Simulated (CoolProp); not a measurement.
Toluene along the isotherm 346.85 °C: fugacity coefficient from the reference equation and from simpler models built on Tc = 318.6 °C, pc = 4.126 MPa, ω = 0.266; each cubic takes its own stable root.

Values from CoolProp's reference Helmholtz-energy equation of state, Lemmon 2006. It is a short technical equation, of lower accuracy than the large ones.

```tsv
p (MPa)	phase	reference
2.58	gas	0.8113
5.16	supercritical	0.6323
7.74	supercritical	0.4795
10.3	supercritical	0.3970
12.9	supercritical	0.3473
15.5	supercritical	0.3154
18.1	supercritical	0.2939
20.6	supercritical	0.2794
23.2	supercritical	0.2688
25.8	supercritical	0.2616
28.4	supercritical	0.2568
30.9	supercritical	0.2540
33.5	supercritical	0.2526
36.1	supercritical	0.2526
38.7	supercritical	0.2536
41.3	supercritical	0.2556
```

### Question
How far does each simpler model (van der Waals, Redlich-Kwong, Soave-Redlich-Kwong, Peng-Robinson) lie from the reference over these 16 states: mean and median of the absolute difference, and the worst?

### Answer
- van der Waals: mean 28.7 %, median 28.1 %, worst +58.6 % at 346.85 °C and 41.3 MPa
- Redlich-Kwong: mean 9.0 %, median 9.8 %, worst +14.7 % at 346.85 °C and 41.3 MPa
- Soave-Redlich-Kwong: mean 13.0 %, median 14.3 %, worst +19.9 % at 346.85 °C and 41.3 MPa
- Peng-Robinson: mean 2.2 %, median 2.4 %, worst +3.0 % at 346.85 °C and 20.6 MPa
